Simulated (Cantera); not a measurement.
Stirred combustor or abatement burner

A perfectly stirred reactor is fed with C2H6 : O2 : N2 : H2O = 1 : 7.29 : 30.6 : 1.5 (molar parts), at 1.00 bar; it is adiabatic with a 773 K inlet, and is followed from long to short residence time, starting on the burning branch (τ in s: 0.045, 0.021, 0.01, 0.0048, 0.0023, 0.0011, 0.00051, 0.00024, 0.00012, 5.5e-05, 2.6e-05, 1.2e-05, 5.8e-06).

Model: GRI-Mech 3.0 (53 species, 325 reactions), integrated in Cantera.

```csv
τ (s),T (K),x C2H6,x O2,x H2O,x HCN,x OH
0.045,1724,2.15e-6,0.0925,0.109,2.33e-9,0.00133
0.021,1718,3.58e-6,0.0925,0.109,2.92e-9,0.00165
0.010,1710,5.86e-6,0.0926,0.108,3.77e-9,0.00202
0.0048,1699,9.64e-6,0.0929,0.108,5.37e-9,0.00241
0.0023,1682,1.62e-5,0.0933,0.107,8.61e-9,0.00279
0.0011,1656,2.85e-5,0.0942,0.106,1.50e-8,0.00311
0.00051,1617,5.62e-5,0.0962,0.105,2.78e-8,0.00324
0.00024,1554,0.000140,0.101,0.104,5.21e-8,0.00283
0.00012,773,0.0248,0.180,0.0371,<1e-12,<1e-12
5.5e-5,773,0.0248,0.180,0.0371,<1e-12,<1e-12
2.6e-5,773,0.0248,0.180,0.0371,<1e-12,<1e-12
1.2e-5,773,0.0248,0.180,0.0371,<1e-12,<1e-12
5.8e-6,773,0.0248,0.180,0.0371,<1e-12,<1e-12
```
x: mole fraction; the columns are a selection and need not sum to one.
